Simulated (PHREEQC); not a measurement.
Solution (25 °C): 0.11 mol/kgw HF, 0.079 mol/kgw H2SiF6 and 0.0026 mol/kgw HBF4. Closed to the air; pH follows from the charge balance.

Equilibrium calculation in PHREEQC: ion-association model, phreeqc.dat.

Q: The ionic strength comes out as 0.241 mol/kgw. What activity coefficients do HF2-, SiF6-2, BF4-, BF3OH-, F- get?

A: HF2- 0.74, SiF6-2 0.28, BF4- 0.74, BF3OH- 0.74, F- 0.69.

No solid was allowed to form. Species that the database lacks are ignored. SiF6-2 is the database's only silicon fluoride. Real BF4- forms and hydrolyses slowly; the run takes it at equilibrium.
